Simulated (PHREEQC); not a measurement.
0.2 g of hydrous ferric oxide (600 m²/g; 0.2 weak and 0.005 strong sites per Fe, Dzombak-Morel constants, diffuse double layer) in 1 kg of water with 0.3 mol/kgw of an inert sodium salt and 1.4 mmol/kgw H3BO3, at 25 °C; the pH is set by adding NaOH or the inert anion's acid. Oxygen alone is held at its pressure in air (log pO2 = -0.68). The system is closed to CO2. Nothing may precipitate in this run.

Computed with PHREEQC (ion-association model, wateq4f.dat).

Problem. Predict surface charge σ (C/m²), surface potential ψ (mV) at pH = 4.75, 5.5, 5.88, 6.62, 8.88.

Solution. 
```json
[
 {"pH": "4.75", "surface charge σ (C/m²)": "0.295", "surface potential ψ (mV)": "115"},
 {"pH": "5.5", "surface charge σ (C/m²)": "0.210", "surface potential ψ (mV)": "98"},
 {"pH": "5.88", "surface charge σ (C/m²)": "0.167", "surface potential ψ (mV)": "86"},
 {"pH": "6.62", "surface charge σ (C/m²)": "0.095", "surface potential ψ (mV)": "61"},
 {"pH": "8.88", "surface charge σ (C/m²)": "-0.044", "surface potential ψ (mV)": "-33"}
]
```

Complexes and solids missing from the database can't appear.
